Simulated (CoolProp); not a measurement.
Vapour-liquid equilibrium of ammonia (1) + benzene (2) at 295.9 K; x and y are mole fractions of (1).

Computed with CoolProp (multi-fluid Helmholtz-energy mixture model, Gao 2020 and Thol 2012; pair parameters Bell 2016).

```
x      bubble pressure (MPa)  y at the bubble point  dew pressure at overall composition x (MPa)  liquid density (mol/L)
-----  ---------------------  ---------------------  -------------------------------------------  ----------------------
0.05                  0.1408                  0.919                                      0.01203                   11.65
0.125                 0.3161                  0.964                                      0.01307                   12.37
0.2                   0.4579                  0.976                                      0.01430                   13.16
0.275                 0.5627                  0.980                                      0.01579                       …
0.35                  0.6340                  0.983                                      0.01762                   15.02
0.425                 0.6794                  0.985                                      0.01992                   16.14
0.5                   0.7078                  0.985                                      0.02291                   17.43
0.575                      …                  0.986                                      0.02695                       …
0.65                  0.7450                  0.987                                      0.03273                   20.65
0.725                 0.7662                  0.988                                      0.04164                   22.72
0.8                        …                  0.989                                      0.05724                   25.24
0.875                 0.8356                      …                                      0.09151                   28.35
0.95                       …                  0.996                                       0.2278                   32.32
```

Q: Complete the blanks.

A: 
- 0.275, liquid density (mol/L): 14.04
- 0.575, bubble pressure (MPa): 0.7273
- 0.575, liquid density (mol/L): 18.91
- 0.8, bubble pressure (MPa): 0.7953
- 0.875, y at the bubble point: 0.992
- 0.95, bubble pressure (MPa): 0.8900

No azeotrope shows between x = 0.05 and 0.95.

The pair parameters rest on a limited set of measurements; away from them the model extrapolates. With so large a gap from Raoult's law the liquid may split in two, which this calculation doesn't test in full.
